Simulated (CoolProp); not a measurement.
The fluid at 298.15 K and 2.69 MPa flows at 25 m/s in a round tube of 10 mm bore and 0.25 µm roughness, fully developed (64/Re and Nu = 3.66 if laminar; Colebrook and Gnielinski if turbulent). The same conditions are run with several fluids, on thermodynamics alone (safety and materials aside).

Computed with CoolProp (reference Helmholtz-energy equation of state of each fluid (R125: Lemmon 2005; R236EA: Rui 2013; ethylbenzene: Zhou 2012; R507A: Lemmon 2003; n-heptane: Span 2003)). Blends and air are pseudo-pure fits.

### Question
Rank R125, R236EA, ethylbenzene, R507A, n-heptane by Reynolds number, highest first.

### Answer
R125 (2040000), R507A (1980000), R236EA (895000), n-heptane (425000), ethylbenzene (346000)

| fluid | Darcy friction factor | pressure drop (Pa/m) | heat-transfer coefficient (W/(m² K)) | mass flow (kg/h) |
|---|---|---|---|---|
| R125 | 0.0112 | 421000 | 36300 | 8540 |
| R236EA | 0.0124 | 555000 | 31800 | 10200 |
| ethylbenzene | 0.0144 | 388000 | 25000 | 6110 |
| R507A | 0.0112 | 372000 | 36800 | 7520 |
| n-heptane | 0.0139 | 296000 | 26900 | 4820 |

Transport values come from each fluid's own correlations; those of R236EA, ethylbenzene are estimates that may be off by 10 % or more.
